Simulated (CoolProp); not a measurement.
n-perfluoropentane at several states: Z from the reference equation and from simpler models built on Tc = 147.9 °C, pc = 2.063 MPa, ω = 0.436; each cubic takes its own stable root.

Values from CoolProp's reference Helmholtz-energy equation of state, Gao 2022.

```csv
T (°C),p (MPa),phase,reference,van der Waals,Redlich-Kwong
-63.15,10,liquid,___,___,0.9721
146.35,3.93,liquid,0.2927,___,0.3355
126.85,0.806,gas,0.8115,0.8495,0.8245
195.55,0.0302,gas,0.9966,0.9967,0.9963
-108.85,0.017,liquid,0.001791,___,0.002043
-89.05,0.0166,liquid,0.001608,0.9843,0.001823
```

Some entries are withheld; supply them.


- -63.15, reference: 0.8719
- -63.15, van der Waals: 1.409
- 146.35, van der Waals: 0.4131
- -108.85, van der Waals: 0.003046

At some of these states van der Waals gives the other phase, because its saturation line lies elsewhere.
